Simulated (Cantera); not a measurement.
What does this Cantera script print?

```python
import numpy as np
import cantera as ct

gas_names = """
    AL ALO ALO2 AL2 AL2O AL2O2 Li LiO Li2 Li2O Li2O2 O O2 O3
""".split()
cond_names = """
    AL(cr) AL(L) AL2O3(a) AL2O3(L) Li(cr) Li(L) LiALO2(s) LiALO2(L) Li2O(s) Li2O(L)
""".split()


def load(file, names, dense=False):
    # The tables refer to 1 bar. Condensed volumes are neglected.
    table = {s.name: s for s in ct.Species.list_from_file(file)}
    out = []
    for n in names:
        d = dict(table[n].input_data)
        d["thermo"] = dict(d["thermo"], **{"reference-pressure": 1e5})
        if dense:
            d["equation-of-state"] = {"model": "constant-volume", "density": "1e6 g/cm^3"}
        out.append(ct.Species.from_dict(d))
    return out


gas = ct.Solution(thermo="ideal-gas", species=load("nasa_gas.yaml", gas_names))
cond = {s.name: ct.Solution(thermo="fixed-stoichiometry", species=[s], name=s.name)
        for s in load("nasa_condensed.yaml", cond_names, dense=True)}
atoms = {
    'Al2O3': {'AL': 2, 'O': 3},
    'Li2O': {'Li': 2, 'O': 1},
    'O2': {'O': 2},
}
top_T = {}  # K; cautious upper limits of use, not melting points


def equilibrate(T, P, feed):
    n = {}
    for name, mol in feed.items():
        for a, k in atoms[name].items():
            n[a] = n.get(a, 0.0) + k * mol
    gas.TPX = T, P, n
    mass = sum(n.values()) * gas.mean_molecular_weight
    gas.equilibrate("TP")
    valid = [c for c in cond.values() if c.min_temp <= T <= top_T.get(c.name, c.max_temp)]
    mix = ct.Mixture([(gas, mass / gas.mean_molecular_weight)] + [(c, 0.0) for c in valid])
    mix.T, mix.P = T, P
    mix.equilibrate("TP", solver="vcs", rtol=1e-11, max_steps=5000)
    return mix


results = []
feed = {'Al2O3': 1, 'Li2O': 1.1, 'O2': 2.1}  # mol
T = 2523  # K
P = 83  # Pa
mix = equilibrate(T, P, feed)
results.append((T, P, feed, dict(zip(mix.species_names, mix.species_moles))))
print(gas.report(threshold=0.001))
for i in range(1, mix.n_phases):
    print(f"{mix.phase(i).name:16s} {mix.phase_moles(i):12.5e} mol")
```

It prints:

```
       temperature   2523 K
          pressure   83 Pa
           density   6.9308e-05 kg/m^3
  mean mol. weight   17.517 kg/kmol
   phase of matter   gas

                          1 kg             1 kmol
                     ---------------   ---------------
          enthalpy        1.1125e+07        1.9487e+08  J
   internal energy        9.9273e+06        1.7389e+08  J
           entropy             16450        2.8815e+05  J/K
    Gibbs function       -3.0378e+07       -5.3213e+08  J
 heat capacity c_p            1521.9             26659  J/K
 heat capacity c_v            1047.2             18344  J/K

                      mass frac. Y      mole frac. X     chem. pot. / RT
                     ---------------   ---------------   ---------------
               ALO         0.0031406           0.00128           -42.208
                Li           0.14994           0.37846           -20.298
               LiO         0.0059833          0.004569           -39.247
                 O           0.28372           0.31064            -18.95
                O2           0.55651           0.30466           -37.899
     [   +9 minor]        0.00069543        0.00039492

AL(L)             0.00000e+00 mol
AL2O3(L)          9.95864e-01 mol
Li(L)             0.00000e+00 mol
LiALO2(L)         0.00000e+00 mol
Li2O(L)           0.00000e+00 mol
```

Equilibrium computed with Cantera from the NASA thermochemical tables; the gas is ideal and each condensed phase is pure.
